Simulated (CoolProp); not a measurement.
Ethylene along the isobar 6.47 MPa: fugacity coefficient from the reference equation and from simpler models built on Tc = 282.4 K, pc = 5.042 MPa, ω = 0.087; each cubic takes its own stable root.

Computed with CoolProp (reference Helmholtz-energy equation of state, Smukala 2000).

| T (K) | phase | reference | van der Waals | Redlich-Kwong | Soave-Redlich-Kwong |
|---|---|---|---|---|---|
| 175 | liquid | 0.02570 | 0.1004 | 0.02686 | 0.02582 |
| 197.9 | liquid | 0.07201 | 0.1767 | 0.07762 | 0.07299 |
| 220.9 | liquid | 0.1557 | 0.2739 | 0.1678 | 0.1590 |
| 243.8 | liquid | 0.2784 | 0.3857 | 0.2951 | 0.2850 |
| 266.7 | liquid | 0.4328 | 0.5046 | 0.4473 | 0.4415 |
| 289.6 | supercritical | 0.5971 | 0.6196 | 0.5988 | 0.6014 |
| 312.5 | supercritical | 0.7014 | 0.7048 | 0.6963 | 0.7029 |
| 335.4 | supercritical | 0.7645 | 0.7579 | 0.7572 | 0.7670 |
| 358.3 | supercritical | 0.8110 | 0.7977 | 0.8027 | 0.8150 |
| 381.3 | supercritical | 0.8472 | 0.8293 | 0.8381 | 0.8526 |
| 404.2 | supercritical | 0.8757 | 0.8547 | 0.8662 | 0.8824 |
| 427.1 | supercritical | 0.8987 | 0.8757 | 0.8889 | 0.9064 |
| 450 | supercritical | 0.9174 | 0.8932 | 0.9075 | 0.9260 |
